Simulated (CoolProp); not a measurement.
Properties of ammonia along the isotherm 188.35 °C (Tc = 132.4 °C, pc = 11.36 MPa, ω = 0.256).

Computed with CoolProp (reference Helmholtz-energy equation of state, Gao 2020).

```csv
p (MPa),phase,Z,speed of sound (m/s),viscosity (µPa s)
3.79,gas,0.9197,508.9,16.5
7.58,gas,0.8323,484.2,16.9
11.4,supercritical,0.7355,458.6,17.8
15.2,supercritical,0.6306,435.4,19.8
18.9,supercritical,0.5275,424.5,23.4
22.7,supercritical,0.4493,445.1,29.1
26.5,supercritical,0.4199,501.1,35.0
30.3,supercritical,0.4218,567.0,39.5
34.1,supercritical,0.4370,628.8,43.1
37.9,supercritical,0.4579,684.6,46.0
41.7,supercritical,0.4817,734.9,48.5
45.5,supercritical,0.5070,780.7,50.7
49.2,supercritical,0.5324,821.7,52.6
53,supercritical,0.5590,860.7,54.5
56.8,supercritical,0.5858,897.1,56.1
```

Viscosity comes from a separate model (Fenghour 1995).
